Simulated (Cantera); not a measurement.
Moist CO burnout

An isothermal, constant-pressure homogeneous reactor starts with CO : O2 : H2O : N2 = 0.013 : 0.039 : 0.0017 : 1 (molar parts), at 1325 K and 165 Torr.

Cantera simulation using GRI-Mech 3.0 (53 species, 325 reactions); the numbers are that mechanism's predictions, not measurements.

```json
[
 {"t (s)": "1.00e-5", "x CO": "0.0123", "x O2": "0.0370", "x H2O": "0.00161", "x CO2": "2.98e-10", "x N2O": "<1e-12"},
 {"t (s)": "3.16e-5", "x CO": "0.0123", "x O2": "0.0370", "x H2O": "0.00161", "x CO2": "9.42e-10", "x N2O": "<1e-12"},
 {"t (s)": "0.000100", "x CO": "0.0123", "x O2": "0.0370", "x H2O": "0.00161", "x CO2": "2.99e-9", "x N2O": "<1e-12"},
 {"t (s)": "0.000316", "x CO": "0.0123", "x O2": "0.0370", "x H2O": "0.00161", "x CO2": "9.71e-9", "x N2O": "<1e-12"},
 {"t (s)": "0.00100", "x CO": "0.0123", "x O2": "0.0370", "x H2O": "0.00161", "x CO2": "3.78e-8", "x N2O": "<1e-12"},
 {"t (s)": "0.00316", "x CO": "0.0123", "x O2": "0.0370", "x H2O": "0.00161", "x CO2": "4.73e-7", "x N2O": "1.29e-11"},
 {"t (s)": "0.0100", "x CO": "0.0118", "x O2": "0.0366", "x H2O": "0.00157", "x CO2": "0.000498", "x N2O": "1.58e-8"},
 {"t (s)": "0.0316", "x CO": "0.00146", "x O2": "0.0310", "x H2O": "0.00137", "x CO2": "0.0109", "x N2O": "2.09e-7"},
 {"t (s)": "0.100", "x CO": "0.000113", "x O2": "0.0310", "x H2O": "0.00159", "x CO2": "0.0123", "x N2O": "3.25e-7"},
 {"t (s)": "0.316", "x CO": "1.05e-5", "x O2": "0.0310", "x H2O": "0.00161", "x CO2": "0.0124", "x N2O": "3.57e-7"},
 {"t (s)": "1.00", "x CO": "1.05e-6", "x O2": "0.0310", "x H2O": "0.00162", "x CO2": "0.0124", "x N2O": "2.71e-7"},
 {"t (s)": "3.16", "x CO": "1.46e-7", "x O2": "0.0310", "x H2O": "0.00162", "x CO2": "0.0124", "x N2O": "9.35e-8"},
 {"t (s)": "10.0", "x CO": "4.56e-8", "x O2": "0.0310", "x H2O": "0.00162", "x CO2": "0.0124", "x N2O": "1.00e-8"},
 {"t (s)": "31.6", "x CO": "3.78e-8", "x O2": "0.0310", "x H2O": "0.00162", "x CO2": "0.0124", "x N2O": "6.68e-9"},
 {"t (s)": "100", "x CO": "3.78e-8", "x O2": "0.0310", "x H2O": "0.00162", "x CO2": "0.0124", "x N2O": "6.67e-9"}
]
```
x: mole fraction; the columns are a selection and need not sum to one.

Equilibrium at this temperature and pressure: CO 3.79e-8, O2 0.0309, H2O 0.00162, CO2 0.0124, N2O 6.67e-9 (gas phase only).
